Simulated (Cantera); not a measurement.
Input: 1 mol PbO, 3.8 mol H2, at 0.000270 bar.

Cantera equilibrium calculation (NASA polynomials, part measured and part estimated; ideal gas, pure solids and liquids). Candidate condensed phases: H2O, Pb, PbO, PbO2, Pb3O4; 12 gas species. Equilibrium is a limit: real reactors are often held back by kinetics, nucleation or transport. All values below are at 848 K.

Base state: H2 0.736, H2O 0.263, Pb 0.00111 (mole fractions); condensed: Pb(l).

Question: What changes in the equilibrium state with this change: pressure from 0.000270 bar to 1.00 bar?

Answer: 
| species | before | after |
|---|---|---|
| H2 | 0.736 | 0.737 |
| H2O | 0.263 | 0.263 |
| Pb | 0.00111 | 2.99e-7 |
| Pb(l), mol | 0.996 | 1.000 |

Question: What changes in the equilibrium state with this change: pressure from 0.000270 bar to 1 atm?

Answer: 
```csv
species,before,after
H2,0.736,0.737
H2O,0.263,0.263
Pb,0.00111,2.95e-7
"Pb(l), mol",0.996,1.000
```
